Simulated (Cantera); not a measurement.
Adiabatic ignition

An adiabatic, constant-volume homogeneous reactor starts with CH₄ : C₂H₆ : O₂ : N₂ : CO₂ = 1 : 0.21 : 1.24 : 7.83 : 0.072 (molar parts), at 1275 K and 1.00 bar.

Cantera simulation using GRI-Mech 3.0 (53 species, 325 reactions); the numbers are that mechanism's predictions, not measurements.

```csv
t (s),T (K),P (bar),x CH₄,x C₂H₆,x O₂,x C₂H,x NO₂,x H₂O₂
2.00e-6,1275,1.000,0.0966,0.0203,0.120,<1e-12,<1e-12,5.37e-12
4.33e-6,1275,1.000,0.0966,0.0203,0.120,<1e-12,<1e-12,2.93e-11
9.38e-6,1275,1.000,0.0966,0.0203,0.120,<1e-12,<1e-12,2.02e-10
2.03e-5,1275,1.000,0.0966,0.0203,0.120,<1e-12,<1e-12,1.79e-9
4.40e-5,1275,1.000,0.0966,0.0203,0.120,<1e-12,<1e-12,1.72e-8
9.53e-5,1275,1.000,0.0966,0.0203,0.120,<1e-12,<1e-12,1.53e-7
0.000206,1275,1.000,0.0966,0.0202,0.120,<1e-12,<1e-12,1.17e-6
0.000447,1276,1.00,0.0963,0.0199,0.119,<1e-12,<1e-12,6.18e-6
0.000969,1284,1.01,0.0945,0.0181,0.118,<1e-12,<1e-12,2.08e-5
0.00210,2254,1.99,0.00250,1.21e-6,0.000184,8.26e-6,4.08e-11,5.24e-9
0.00454,2242,2.03,0.000129,1.89e-9,3.44e-7,1.09e-7,2.66e-10,2.48e-10
0.00984,2240,2.03,1.19e-8,<1e-12,3.80e-7,7.65e-12,3.15e-10,2.72e-10
0.0213,2241,2.03,1.79e-10,<1e-12,3.85e-7,<1e-12,1.71e-10,2.75e-10
0.0462,2241,2.03,1.57e-10,<1e-12,3.87e-7,<1e-12,8.67e-11,2.76e-10
0.100,2241,2.03,1.52e-10,<1e-12,3.88e-7,<1e-12,5.06e-11,2.77e-10
```
x: mole fraction; the columns are a selection and need not sum to one.

| Property | Result |
|---|---|
| time of steepest temperature rise | 2.05 ms |
| temperature at 0.100 s | 2241 K |
| equilibrium temperature | 2242 K |
| x(CH₄) at 0.100 s | 1.52e-10 (gas-phase equilibrium 1.71e-10) |
| x(C₂H₆) at 0.100 s | <1e-12 (gas-phase equilibrium <1e-12) |
| x(O₂) at 0.100 s | 3.88e-7 (gas-phase equilibrium 3.88e-7) |
